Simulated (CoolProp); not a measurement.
Vapour-liquid equilibrium of propylene (1) + propane (2) at 0.133 bar; x and y are mole fractions of (1).

The numbers come from the multi-fluid Helmholtz-energy mixture model, Lemmon 2013 and Lemmon 2009; pair parameters Bell 2016 in CoolProp.

```
x     bubble temperature, mixture model (K)  bubble temperature, Raoult's law (K)  y, mixture model  y, Raoult's law
----  -------------------------------------  ------------------------------------  ----------------  ---------------
0.05                                  193.0                                 193.2             0.074            0.066
0.15                                  192.3                                 192.7             0.208            0.191
0.25                                  191.7                                 192.2             0.325            0.309
0.35                                  191.2                                 191.7             0.430            0.419
0.45                                  190.7                                 191.3             0.527            0.523
0.55                                  190.3                                 190.9             0.618            0.621
0.65                                  190.0                                 190.4             0.704            0.714
0.75                                  189.6                                 190.0             0.789            0.801
0.85                                  189.4                                 189.6             0.872            0.884
0.95                                  189.1                                 189.2             0.957            0.962
```

The largest gap from Raoult's law is -0.6 K in bubble temperature, at x = 0.45. No azeotrope shows between x = 0.05 and 0.95.

Pair parameters are fitted to limited data, so mixtures are less certain than the pure fluids.
